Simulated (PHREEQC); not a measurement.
Solution (25 °C): 0.0032 mol/kgw CuSO4, 0.071 mol/kgw HBF4 and 0.000142 mol/kgw H3BO3. Closed to the air; pH follows from the charge balance.

Computed with PHREEQC (ion-association model, phreeqc.dat).

Precipitation was switched off in this run.

**Question.** Order these F species by the share of F that they hold, largest first: BF2(OH)2-, BF3OH-, BF4-, HF.

**Answer.** BF4- (93 %), HF (4.4 %), BF3OH- (2.0 %), BF2(OH)2- (0.14 %)

**Question.** Order these B species by the share of B that they hold, largest first: BF4-, H3BO3, BF2(OH)2-, BF3OH-.

**Answer.** BF4- (93 %), H3BO3 (3.9 %), BF3OH- (2.7 %), BF2(OH)2- (0.28 %)

The pH is 1.26 and the ionic strength 0.0764 mol/kgw. Real BF4- forms and hydrolyses slowly; the run takes it at equilibrium.
